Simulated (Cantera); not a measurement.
An adiabatic, constant-pressure homogeneous reactor starts with CH3OH : O2 : N2 = 1 : 1.72 : 6.48 (molar parts), at 1650 K and 10.0 bar. Integrator tolerance rtol = 1e-08.

Detailed kinetics in Cantera: GRI-Mech 3.0 (53 species, 325 reactions). GRI-Mech 3.0 was tuned for natural gas; its chemistry of methanol as a main component is partial and can be far from experiment.

Question: What does this change do: 0.65 parts H2 added?

Answer: 
| quantity | before | after |
|---|---|---|
| time of steepest temperature rise | 9.47 µs | 8.01 µs |
| temperature at 7.00 s | 2886 K | 2970 K |
| equilibrium temperature | 2886 K | 2970 K |
| x(CH3OH) at 7.00 s | <1e-12 (gas-phase equilibrium <1e-12) | <1e-12 (gas-phase equilibrium <1e-12) |
| x(O2) at 7.00 s | 0.0287 (gas-phase equilibrium 0.0287) | 0.0132 (gas-phase equilibrium 0.0132) |
| x(CO2) at 7.00 s | 0.0713 (gas-phase equilibrium 0.0713) | 0.0522 (gas-phase equilibrium 0.0522) |
| x(C2H2) at 7.00 s | <1e-12 (gas-phase equilibrium <1e-12) | <1e-12 (gas-phase equilibrium <1e-12) |
| x(CH2CO) at 7.00 s | <1e-12 (gas-phase equilibrium <1e-12) | <1e-12 (gas-phase equilibrium <1e-12) |
| x(CH2O) at 7.00 s | 1.17e-9 (gas-phase equilibrium 1.17e-9) | 4.18e-9 (gas-phase equilibrium 4.18e-9) |

Question: What does this change do: O2 1.72 to 0.77 parts?

Answer: 
| quantity | before | after |
|---|---|---|
| time of steepest temperature rise | 9.47 µs | 10.4 µs |
| temperature at 7.00 s | 2886 K | 2425 K |
| equilibrium temperature | 2886 K | 2425 K |
| x(CH3OH) at 7.00 s | <1e-12 (gas-phase equilibrium <1e-12) | <1e-12 (gas-phase equilibrium <1e-12) |
| x(O2) at 7.00 s | 0.0287 (gas-phase equilibrium 0.0287) | 5.92e-6 (gas-phase equilibrium 5.92e-6) |
| x(CO2) at 7.00 s | 0.0713 (gas-phase equilibrium 0.0713) | 0.0251 (gas-phase equilibrium 0.0251) |
| x(C2H2) at 7.00 s | <1e-12 (gas-phase equilibrium <1e-12) | <1e-12 (gas-phase equilibrium <1e-12) |
| x(CH2CO) at 7.00 s | <1e-12 (gas-phase equilibrium <1e-12) | <1e-12 (gas-phase equilibrium <1e-12) |
| x(CH2O) at 7.00 s | 1.17e-9 (gas-phase equilibrium 1.17e-9) | 2.35e-8 (gas-phase equilibrium 2.35e-8) |

Question: What does this change do: pressure from 10.0 bar to 0.570 bar?

Answer: 
```
quantity                                                            before                                      after
---------------------------------  ---------------------------------------  -----------------------------------------
time of steepest temperature rise                                  9.47 µs                                   0.123 ms
temperature at 7.00 s                                               2886 K                                     2686 K
equilibrium temperature                                             2886 K                                     2686 K
x(CH3OH) at 7.00 s                   <1e-12 (gas-phase equilibrium <1e-12)      <1e-12 (gas-phase equilibrium <1e-12)
x(O2) at 7.00 s                      0.0287 (gas-phase equilibrium 0.0287)      0.0355 (gas-phase equilibrium 0.0355)
x(CO2) at 7.00 s                     0.0713 (gas-phase equilibrium 0.0713)      0.0596 (gas-phase equilibrium 0.0596)
x(C2H2) at 7.00 s                    <1e-12 (gas-phase equilibrium <1e-12)      <1e-12 (gas-phase equilibrium <1e-12)
x(CH2CO) at 7.00 s                   <1e-12 (gas-phase equilibrium <1e-12)      <1e-12 (gas-phase equilibrium <1e-12)
x(CH2O) at 7.00 s                  1.17e-9 (gas-phase equilibrium 1.17e-9)  1.43e-10 (gas-phase equilibrium 1.43e-10)
```
